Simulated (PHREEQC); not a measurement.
Model water analysis in mg/L, 25 °C, pH 2.8, pe 8.1: Na 32.5; K 24.8; Ca 43.6; Mg 19.2; Cl 53.8; S(6) as SO4 348; F 0.0291; Sr 0.369; Cu(2) 3.08.

Valence states are taken as typed.

Equilibrium calculation in PHREEQC: ion-association model, wateq4f.dat.

ionic strength: 0.0116 mol/kgw
total alkalinity: -2.07 meq/kg
charge-balance error: -5.5 %

| species | molality | activity | log γ |
|---|---|---|---|
| SO4-2 | 0.00288 | 0.00187 | -0.187 |
| H+ | 0.00175 | 0.00159 | -0.042 |
| Cl- | 0.00152 | 0.00136 | -0.049 |
| Na+ | 0.00140 | 0.00126 | -0.047 |
| Ca+2 | 0.000874 | 0.000571 | -0.185 |
| K+ | 0.000626 | 0.000560 | -0.049 |
| Mg+2 | 0.000614 | 0.000404 | -0.182 |
| HSO4- | 0.000322 | 0.000288 | -0.047 |

Precipitation was switched off in this run. Species that the database lacks are ignored.
